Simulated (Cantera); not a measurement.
Charge: 1 mol ZrO2, 650 mol H2, held at 13.3 mbar.

Equilibrium computed with Cantera from the NASA thermochemical tables; the gas is ideal and each condensed phase is pure. Candidate condensed phases: H2O, Zr, ZrO2; 12 gas species. Kinetics and transport are ignored. All values below are at 2048 K.

Base state: H2 0.981, H 0.0192 (mole fractions); condensed: ZrO2(tetragonal).

**Question.** What changes in the equilibrium state with this change: pressure from 13.3 mbar to 1.00 bar?

**Answer.** 
```json
[
 {"species": "H2", "before": "0.981", "after": "0.998"},
 {"species": "H", "before": "0.0192", "after": "0.00224"},
 {"species": "ZrO2(tetragonal), mol", "before": "0.997", "after": "0.999"},
 {"species": "Zr(β), mol", "before": "0", "after": "0.000477"}
]
```
Mutual solubility and eutectic melting of coexisting phases are not modelled. Condensed phases not in the tables: N, O or C dissolved in the metal.
